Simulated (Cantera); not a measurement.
A freely propagating, adiabatic, planar premixed flame of H₂ : O₂ : N₂ = 1 : 0.294 : 1.11 (molar parts), unburnt at 550 K and 7.10 bar; mixture-averaged transport, grid criteria slope 0.08 and curve 0.16, no radiation.

Detailed kinetics in Cantera: the H2/O2 subset of GRI-Mech 3.0, which has no nitrogen chemistry. The hydrogen kinetics of GRI-Mech 3.0 are dated; newer H2 mechanisms differ, most at raised pressure. Burning velocities carry a grid error of a few per cent, more on coarse grids.

**Question.** Predict: laminar burning velocity; thermal thickness; peak x(OH); peak x(H); peak x(HO₂).

**Answer.** 
| Item | Result |
|---|---|
| laminar burning velocity | 774 cm/s |
| thermal thickness | 0.0348 mm |
| peak x(OH) | 0.00699 |
| peak x(H) | 0.0490 |
| peak x(HO₂) | 0.00118 |
